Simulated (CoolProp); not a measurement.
Vapour pressure (bar) of tetrahydrofuran: the reference equation beside estimates from Tc = 267.0 °C, pc = 53.04 bar, ω = 0.234.

Computed with CoolProp (reference Helmholtz-energy equation of state, Fiedler 2023).

| T (°C) | reference | Lee-Kesler | Peng-Robinson |
|---|---|---|---|
| 63.55 | 0.9376 | 0.9157 | 0.9327 |
| 75.85 | 1.383 | 1.362 | 1.375 |
| 88.15 | 1.979 | 1.962 | 1.968 |
| 100.45 | 2.756 | 2.750 | 2.743 |
| 112.75 | 3.748 | 3.759 | 3.737 |
| 124.95 | 4.978 | 5.015 | 4.975 |
| 137.25 | 6.505 | 6.575 | 6.517 |
| 149.55 | 8.357 | 8.468 | 8.397 |
| 161.85 | 10.58 | 10.74 | 10.66 |

Absolute difference from the reference over all 9 rows, mean and median: Lee-Kesler 1.1 and 1.1 %, Peng-Robinson 0.4 and 0.5 %.
